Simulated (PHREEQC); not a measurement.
2.4 g of hydrous ferric oxide (600 m²/g; 0.2 weak and 0.005 strong sites per Fe, Dzombak-Morel constants, diffuse double layer) in 1 kg of water with 0.05 mol/kgw of an inert sodium salt, at 25 °C; the pH is set by adding NaOH or the inert anion's acid. Oxygen is held at 0.21 atm. No CO2 enters from the air. Nothing may precipitate in this run.

Model: ion-association model, wateq4f.dat, run in PHREEQC.

**Question.** Predict surface charge σ (C/m²) at pH = 5.33, 6, 6.67, 7.33, 9.33.

**Answer.** 
| pH | surface charge σ (C/m²) |
|---|---|
| 5.33 | 0.147 |
| 6 | 0.089 |
| 6.67 | 0.049 |
| 7.33 | 0.022 |
| 9.33 | -0.039 |
